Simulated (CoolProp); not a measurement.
Vapour-liquid equilibrium of propane (1) + cyclopropane (2) at 1.08 MPa; x and y are mole fractions of (1).

Values from CoolProp's multi-fluid Helmholtz-energy mixture model, Lemmon 2009 and Polt 1992; pair parameters Bell 2016. This equation is an older, rougher fit; its heat capacities, sound speeds and derivatives of the liquid may be far off and weren't checked against measurements.

| x | bubble temperature, mixture model (°C) | bubble temperature, Raoult's law (°C) | y, mixture model | y, Raoult's law |
|---|---|---|---|---|
| 0.05 | (withheld) | 40.0 | (withheld) | 0.063 |
| 0.15 | 37.5 | 38.9 | (withheld) | 0.185 |
| 0.25 | (withheld) | 37.7 | 0.311 | 0.301 |
| 0.35 | 34.3 | 36.6 | 0.415 | 0.410 |
| 0.45 | 33.1 | 35.6 | 0.510 | 0.514 |
| 0.55 | 32.1 | 34.5 | 0.599 | 0.613 |
| 0.65 | (withheld) | 33.5 | 0.685 | 0.707 |
| 0.75 | 30.7 | 32.5 | (withheld) | 0.796 |
| 0.85 | 30.2 | 31.5 | 0.858 | 0.881 |
| 0.95 | 30.0 | 30.5 | 0.951 | 0.961 |

Question: Complete the blanks.

Answer: 
- 0.05, bubble temperature, mixture model (°C): 39.5
- 0.05, y, mixture model: 0.070
- 0.15, y, mixture model: 0.197
- 0.25, bubble temperature, mixture model (°C): 35.8
- 0.65, bubble temperature, mixture model (°C): 31.3
- 0.75, y, mixture model: 0.771

The largest gap from Raoult's law is -2.5 K in bubble temperature, at x = 0.45. No azeotrope shows between x = 0.05 and 0.95.

The pair parameters rest on a limited set of measurements; away from them the model extrapolates.
